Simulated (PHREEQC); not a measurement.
Dissolve 0.032 mol/kgw FeSO4, 0.016 mol/kgw MgSO4 and 4.95e-05 mol/kgw NaH2PO4 at 25 °C. Closed to the air; pH follows from the charge balance.

Model: ion-association model, phreeqc.dat, run in PHREEQC.

Task: The ionic strength comes out as 0.110 mol/kgw. What activity coefficients do Mg+2, Fe+2, H+, SO4-2, Na+ get?

Result: Mg+2 0.40, Fe+2 0.39, H+ 0.82, SO4-2 0.36, Na+ 0.78.

This is a speciation only: nothing precipitates in the calculation. Saturation is exceeded, for instance for Vivianite; the values hold only as long as no solid forms. Complexes and solids missing from the database can't appear.
